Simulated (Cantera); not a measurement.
A closed system holds: 1 mol CF4, 0.012 mol F2, 5.4 mol H2, equilibrated at 0.100 bar.

Equilibrium computed with Cantera from the NASA thermochemical tables; the gas is ideal and each condensed phase is pure. Candidate condensed phases: C, C6H6, C7H8, C8H18; 110 gas species. Ions and electrons are included (thermal ionisation). Rates play no part. All values below are at 3227 °C.

Base state: H 0.509, HF 0.341, H2 0.0742, F 0.0315, C3 0.0172, C 0.0116, C2H 0.00520, C2 0.00495 (mole fractions); condensed: gas only.

Problem. What changes in the equilibrium state with this change: F2 from 0.012 to 0.65 mol?

Solution. 
```
species             before    after
-----------------  -------  -------
H                    0.509    0.431
HF                   0.341    0.425
H2                  0.0742   0.0533
F                   0.0315   0.0463
C3                  0.0172   0.0167
C                   0.0116   0.0114
CF2                2.78e-5  5.97e-5
CF                 0.00340  0.00496
C4H2               3.26e-5  2.25e-5
C2H2 (acetylene)   0.00241  0.00170
C2H2 (vinylidene)  2.02e-5  1.42e-5
```
